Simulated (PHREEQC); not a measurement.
Make-up at 20 °C: 0.3 mmol/kgw NH4HF2, 0.15 mmol/kgw (NH4)2SiF6 and 0.66 mmol/kgw H3AsO4. Closed to the air; pH follows from the charge balance.

All values are PHREEQC results (ion-association model, wateq4f.dat), not measurements.

This is a speciation only: nothing precipitates in the calculation.

Question: Estimate the pH.

Answer: pH 3.15.

Question: In which forms is F present?

Answer: F- 49 %, HF 46 %, SiF6-2 4.9 % of the F.

The solution is supersaturated, for example in Quartz (slow to form), so a real one may precipitate; this is no full list. SiF6-2 is the database's only silicon fluoride.
